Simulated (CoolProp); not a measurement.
Properties of acetone along the isobar 0.101 MPa.

Computed with CoolProp (reference Helmholtz-energy equation of state, Lemmon 2006). It is a short technical equation, of lower accuracy than the large ones.

```json
[
 {"T (K)": "434.1", "phase": "gas", "Z": "0.9848", "cv (kJ/(kg K))": "1.557", "speed of sound (m/s)": "257.5", "Joule-Thomson coefficient (K/MPa)": "21.07", "expansivity (1/kK)": "2.441"},
 {"T (K)": "443.8", "phase": "gas", "Z": "0.9860", "cv (kJ/(kg K))": "1.582", "speed of sound (m/s)": "260.4", "Joule-Thomson coefficient (K/MPa)": "19.23", "expansivity (1/kK)": "2.375"},
 {"T (K)": "453.4", "phase": "gas", "Z": "0.9871", "cv (kJ/(kg K))": "1.607", "speed of sound (m/s)": "263.2", "Joule-Thomson coefficient (K/MPa)": "17.64", "expansivity (1/kK)": "2.314"},
 {"T (K)": "463.1", "phase": "gas", "Z": "0.9881", "cv (kJ/(kg K))": "1.632", "speed of sound (m/s)": "266.0", "Joule-Thomson coefficient (K/MPa)": "16.23", "expansivity (1/kK)": "2.256"},
 {"T (K)": "472.7", "phase": "gas", "Z": "0.9889", "cv (kJ/(kg K))": "1.657", "speed of sound (m/s)": "268.8", "Joule-Thomson coefficient (K/MPa)": "15.00", "expansivity (1/kK)": "2.202"},
 {"T (K)": "482.4", "phase": "gas", "Z": "0.9897", "cv (kJ/(kg K))": "1.682", "speed of sound (m/s)": "271.5", "Joule-Thomson coefficient (K/MPa)": "13.90", "expansivity (1/kK)": "2.151"},
 {"T (K)": "492", "phase": "gas", "Z": "0.9904", "cv (kJ/(kg K))": "1.707", "speed of sound (m/s)": "274.2", "Joule-Thomson coefficient (K/MPa)": "12.93", "expansivity (1/kK)": "2.103"},
 {"T (K)": "501.7", "phase": "gas", "Z": "0.9911", "cv (kJ/(kg K))": "1.732", "speed of sound (m/s)": "276.8", "Joule-Thomson coefficient (K/MPa)": "12.06", "expansivity (1/kK)": "2.057"},
 {"T (K)": "511.4", "phase": "gas", "Z": "0.9917", "cv (kJ/(kg K))": "1.756", "speed of sound (m/s)": "279.5", "Joule-Thomson coefficient (K/MPa)": "11.27", "expansivity (1/kK)": "2.014"},
 {"T (K)": "521", "phase": "gas", "Z": "0.9922", "cv (kJ/(kg K))": "1.780", "speed of sound (m/s)": "282.1", "Joule-Thomson coefficient (K/MPa)": "10.57", "expansivity (1/kK)": "1.973"},
 {"T (K)": "530.7", "phase": "gas", "Z": "0.9927", "cv (kJ/(kg K))": "1.804", "speed of sound (m/s)": "284.6", "Joule-Thomson coefficient (K/MPa)": "9.936", "expansivity (1/kK)": "1.933"},
 {"T (K)": "540.3", "phase": "gas", "Z": "0.9931", "cv (kJ/(kg K))": "1.828", "speed of sound (m/s)": "287.2", "Joule-Thomson coefficient (K/MPa)": "9.363", "expansivity (1/kK)": "1.896"},
 {"T (K)": "550", "phase": "gas", "Z": "0.9935", "cv (kJ/(kg K))": "1.852", "speed of sound (m/s)": "289.7", "Joule-Thomson coefficient (K/MPa)": "8.836", "expansivity (1/kK)": "1.860"}
]
```
